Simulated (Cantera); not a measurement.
# Ignition delay

Mixture: CH₄ : H₂ : O₂ : N₂ : CO₂ = 1 : 0.45 : 4.45 : 16.7 : 2.2 (molar parts), equivalence ratio 0.50, at 5.00 bar, adiabatic and at constant pressure. Ignition delay is the time to a rise of 400 K.

Computed with Cantera and GRI-Mech 3.0 (53 species, 325 reactions). Below about 1000 K GRI-Mech 3.0 lacks low-temperature oxidation paths. Below about 950 K walls govern HO2 and H2O2 in real vessels.

```
T0 (K)  delay (ms)
------  ----------
873            867
973           50.5
1073          4.49
1173         0.962
1273         0.368
1373         0.169
1473        0.0852
1573        0.0459
1673        0.0264
1773        0.0161
```

The apparent activation energy between 1573 and 1773 K is 120 kJ/mol.
